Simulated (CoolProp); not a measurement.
Values from CoolProp's reference Helmholtz-energy equation of state, Gao 2022.

Problem. Give the vapour pressure (kPa), liquid density (kg/m³), vapour density (kg/m³), liquid cp (kJ/(kg K)) of saturated n-perfluorohexane at 68.05 °C.

Solution. 
```
T (°C)  p (kPa)  liquid density (kg/m³)  vapour density (kg/m³)  liquid cp (kJ/(kg K))
------  -------  ----------------------  ----------------------  ---------------------
68.05       145                    1540                    18.8                   1.12
```
